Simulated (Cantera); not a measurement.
Charge: 1 mol Ta₂O₅, 15 mol CO, equilibrated at 0.480 bar.

These are equilibrium values from Cantera (NASA tables, ideal gas, pure condensed phases), not measurements of a reactor. Candidate condensed phases: C, Ta, TaC, Ta₂O₅; 15 gas species. Mutual solubility and eutectic melting of coexisting phases are not modelled. TaC: taken at fixed stoichiometry. Condensed phases not in the tables: Ta₂C. The numbers say what is thermodynamically allowed, not how fast it happens.

x: gas mole fraction; n: condensed amount in mol.

```tsv
T (°C)	x CO	x CO₂	n C(graphite)	n Ta₂O₅(s)	n TaC(s)
850	0.973	0.0274	…	1.00	0
900	0.987	0.0130	…	1.00	0
950	0.993	0.00652	…	1.00	0
1000	0.997	0.00343	…	1.00	0
1050	0.998	0.00189	…	1.00	0
1100	0.998	0.00170	0	0.996	0.00729
1150	0.998	0.00169	0	0.996	0.00725
1200	0.998	0.00168	0	0.996	0.00722
```

### Question
Fill in the missing entries.

### Answer

- 850, n C(graphite): 0.400
- 900, n C(graphite): 0.193
- 950, n C(graphite): 0.0971
- 1000, n C(graphite): 0.0512
- 1050, n C(graphite): 0.0283
